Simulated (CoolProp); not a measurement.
Vapour-liquid equilibrium of R134a (1) + R141b (2) at 0.0434 MPa; x and y are mole fractions of (1).

Values from CoolProp's multi-fluid Helmholtz-energy mixture model, Tillner-Roth 1994 and Lemmon 2006; pair parameters Bell 2016.

Q: Give the bubble temperature and the first vapour's composition at x = 0.55, 0.75, 0.85. Is there an azeotrope?

A: x = 0.55: 236.5 K, y = 0.949; x = 0.75: 233.5 K, y = 0.969; x = 0.85: 232.2 K, y = 0.979. No azeotrope shows between x = 0.05 and 0.95.

The pair parameters rest on a limited set of measurements; away from them the model extrapolates.
